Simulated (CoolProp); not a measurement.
Vapour-liquid equilibrium of trans-2-butene (1) + ethanol (2) at 778 kPa; x and y are mole fractions of (1).

Computed with CoolProp (multi-fluid Helmholtz-energy mixture model, Lemmon 2005 and Schroeder 2014; pair parameters Bell 2016).

### Question
Give the bubble temperature and the first vapour's composition at x = 0.35, 0.5, 0.8. Is there an azeotrope?

### Answer
x = 0.35: 351.5 K, y = 0.884; x = 0.5: 348.9 K, y = 0.898; x = 0.8: 346.2 K, y = 0.923. No azeotrope shows between x = 0.05 and 0.95.

The pair parameters rest on a limited set of measurements; away from them the model extrapolates. With so large a gap from Raoult's law the liquid may split in two, which this calculation doesn't test in full.
